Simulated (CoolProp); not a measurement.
Vapour-liquid equilibrium of R125 (1) + R143a (2) at 0.288 MPa; x and y are mole fractions of (1).

The numbers come from the multi-fluid Helmholtz-energy mixture model, Lemmon 2005 and Lemmon and Jacobsen 2000; pair parameters Lemmon 2004 in CoolProp.

| x | bubble temperature (°C) | y at the bubble point | dew temperature at overall composition x (°C) | liquid density (mol/L) |
|---|---|---|---|---|
| 0.05 | -22.4 | 0.048 | -22.4 | 12.97 |
| 0.15 | -22.3 | 0.147 | -22.3 | 12.84 |
| 0.25 | -22.2 | 0.250 | -22.2 | 12.71 |
| 0.35 | -22.3 | 0.355 | -22.3 | 12.59 |
| 0.45 | -22.4 | 0.461 | -22.4 | 12.47 |
| 0.55 | -22.6 | 0.567 | -22.5 | 12.35 |
| 0.65 | -22.8 | 0.671 | -22.8 | 12.24 |
| 0.75 | -23.1 | 0.771 | -23.1 | 12.13 |
| 0.85 | -23.5 | 0.867 | -23.4 | 12.02 |
| 0.95 | -23.9 | 0.957 | -23.9 | 11.91 |

y crosses x between x = 0.15 and 0.25: the model has an azeotrope there.

The pair parameters rest on a limited set of measurements; away from them the model extrapolates.
